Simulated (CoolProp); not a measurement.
Oxygen along the isobar 24 MPa: Z from the reference equation and from simpler models built on Tc = 154.6 K, pc = 5.046 MPa, ω = 0.022; each cubic takes its own stable root.

Computed with CoolProp (reference Helmholtz-energy equation of state, Schmidt 1985).

| T (K) | phase | reference |
|---|---|---|
| 130.4 | liquid | 0.6989 |
| 138.3 | liquid | 0.6841 |
| 146.3 | liquid | 0.6736 |
| 154.2 | liquid | 0.6676 |
| 162.2 | supercritical | 0.6659 |
| 170.2 | supercritical | 0.6687 |
| 178.1 | supercritical | 0.6760 |
| 186.1 | supercritical | 0.6879 |
| 194 | supercritical | 0.7040 |
| 202 | supercritical | 0.7238 |
| 210 | supercritical | 0.7464 |
| 217.9 | supercritical | 0.7703 |
| 225.9 | supercritical | 0.7948 |
| 233.8 | supercritical | 0.8185 |
| 241.8 | supercritical | 0.8414 |

Problem. How far does each simpler model (Redlich-Kwong, Soave-Redlich-Kwong) lie from the reference over these 15 states: mean and median of the absolute difference, and the worst?

Solution. 
- Redlich-Kwong: mean 2.2 %, median 2.3 %, worst +3.6 % at 194 K and 24 MPa
- Soave-Redlich-Kwong: mean 3.3 %, median 4.2 %, worst +5.0 % at 210 K and 24 MPa
